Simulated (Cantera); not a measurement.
An isothermal, constant-pressure homogeneous reactor starts with NO : N2 = 1 : 3.9 (molar parts), at 1873 K and 315 Torr. Integrator tolerance rtol = 1e-08.

Cantera simulation using GRI-Mech 3.0 (53 species, 325 reactions); the numbers are that mechanism's predictions, not measurements.

Problem. What does this change do: pressure from 315 Torr to 548 Torr?

Solution. 
```csv
quantity,before,after
x(NO) at 20.0 s,0.0383 (gas-phase equilibrium 0.00390),0.0220 (gas-phase equilibrium 0.00390)
x(O2) at 20.0 s,0.0828 (gas-phase equilibrium 0.100),0.0910 (gas-phase equilibrium 0.100)
x(O) at 20.0 s,0.000106 (gas-phase equilibrium 0.000116),8.41e-5 (gas-phase equilibrium 8.80e-5)
x(N2) at 20.0 s,0.879 (gas-phase equilibrium 0.896),0.887 (gas-phase equilibrium 0.896)
x(N2O) at 20.0 s,7.21e-7 (gas-phase equilibrium 1.53e-7),3.85e-7 (gas-phase equilibrium 2.02e-7)
x(NO2) at 20.0 s,3.37e-5 (gas-phase equilibrium 3.77e-6),2.67e-5 (gas-phase equilibrium 4.97e-6)
```
